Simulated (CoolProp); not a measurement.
Saturation properties of ethylene.

Values from CoolProp's reference Helmholtz-energy equation of state, Smukala 2000.

```csv
T (K),p (bar),vapour density (kg/m³)
208,6.239,11.48
211.1,7.001,12.84
214.2,7.829,14.32
217.4,8.756,15.98
220.5,9.728,17.75
223.6,10.78,19.67
226.7,11.90,21.76
229.9,13.16,24.11
233,14.46,26.59
236.1,15.85,29.30
239.3,17.38,32.36
242.4,18.97,35.60
245.5,20.65,39.16
```

It boils at 169.4 K under 1 atm.
